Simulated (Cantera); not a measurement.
Source: NASA polynomial tables (part measured, part estimated), evaluated in Cantera. Values are per mole of reaction as written; species without (g) are pure solids or liquids, kept so even where they would boil at 1 bar.

Ba + 2 O(g) + 2 H(g) ⇌ Ba(OH)2, with ΔH° = -1880.7 kJ and ΔS° = -506.9 J/K at 300 K.

**Question.** How far is the shortcut ΔG° ≈ ΔH°(300 K) − T·ΔS°(300 K) from the full temperature-dependent value at 1548, 1598, 1648, 1698, 1748, 1798, 1848 K?

**Answer.** 
| T (K) | shortcut (kJ) | full (kJ) | difference (kJ) | difference in log10 K | condensed phases |
|---|---|---|---|---|---|
| 1548 | -1096.0 | -1120.5 | 24.5 | -0.83 | Ba(l), Ba(OH)2(l) |
| 1598 | -1070.7 | -1096.8 | 26.1 | -0.85 | Ba(l), Ba(OH)2(l) |
| 1648 | -1045.4 | -1073.1 | 27.8 | -0.88 | Ba(l), Ba(OH)2(l) |
| 1698 | -1020.0 | -1049.5 | 29.4 | -0.91 | Ba(l), Ba(OH)2(l) |
| 1748 | -994.7 | -1025.8 | 31.2 | -0.93 | Ba(l), Ba(OH)2(l) |
| 1798 | -969.3 | -1002.2 | 32.9 | -0.96 | Ba(l), Ba(OH)2(l) |
| 1848 | -944.0 | -978.6 | 34.6 | -0.98 | Ba(l), Ba(OH)2(l) |
The shortcut ignores heat capacities and the phase changes listed.
